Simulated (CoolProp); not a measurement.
Saturation properties of n-perfluorohexane (Tc = 448.0 K, pc = 1.742 MPa, ω = 0.497).

Values from CoolProp's reference Helmholtz-energy equation of state, Gao 2022.

```csv
T (K),p (MPa),liquid density (kg/m³),vapour Z
319,0.06801,1614,0.9535
321.4,0.07425,1606,0.9504
323.8,?,1599,0.9471
326.1,0.08777,1592,0.9438
328.5,?,1584,0.9403
330.9,0.1035,1576,0.9365
333.3,0.1121,1569,0.9327
335.7,0.1213,1561,0.9287
338,0.1307,1553,0.9246
340.4,0.1410,?,0.9203
342.8,0.1520,1537,0.9158
345.2,?,1529,0.9111
```

Question: Complete the blanks.

Answer: 
- 323.8, p (MPa): 0.08093
- 328.5, p (MPa): 0.09538
- 340.4, liquid density (kg/m³): 1545
- 345.2, p (MPa): 0.1636

It boils at 330.3 K under 1 atm.
